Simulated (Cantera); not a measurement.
Feed: 1 mol FeS₂, 0.67 mol H₂S, 0.034 mol O₂, at 1398 K and 1050 Torr.

Cantera equilibrium calculation (NASA polynomials, part measured and part estimated; ideal gas, pure solids and liquids). Candidate condensed phases: Fe, FeO, Fe(OH)₂, Fe(OH)₃, FeS, FeSO₄, FeS₂, Fe₂O₃, Fe₂(SO₄)₃, Fe₃O₄, H₂O, H₂SO₄, S; 22 gas species. FeS: taken at fixed stoichiometry. Equilibrium is a limit: real reactors are often held back by kinetics, nucleation or transport.

Base state: S₂ 0.464, H₂S 0.400, H₂ 0.0803, H₂O 0.0532, SH 0.00203, S₂O 0.000485, SO₂ 0.000240, SO 4.97e-5 (mole fractions); condensed: FeS(s).

### Question
What changes in the equilibrium state with this change: H₂S from 0.67 to 0.18 mol?

### Answer
```
species        before     after
-----------  --------  --------
S₂              0.464     0.738
H₂S             0.400     0.149
H₂O            0.0532    0.0764
H₂             0.0803    0.0238
SO₂          0.000240   0.00710
S₂O          0.000485   0.00373
SO            4.97e-5  0.000303
FeS(s), mol      1.00      1.00
```

### Question
What changes in the equilibrium state with this change: O₂ from 0.034 to 5.7 mol?

### Answer
```
species          before    after
-------------  --------  -------
SO₂            0.000240    0.488
O₂                <1e-9    0.361
H₂O              0.0532    0.128
S₂                0.464    <1e-9
H₂S               0.400    <1e-9
SO₃               <1e-9   0.0227
H₂               0.0803  7.90e-8
SH              0.00203    <1e-9
S₂O            0.000485    <1e-9
OH              1.48e-8  3.60e-5
SO              4.97e-5  4.12e-8
FeS(s), mol        1.00        0
Fe₂O₃(s), mol         0    0.500
```
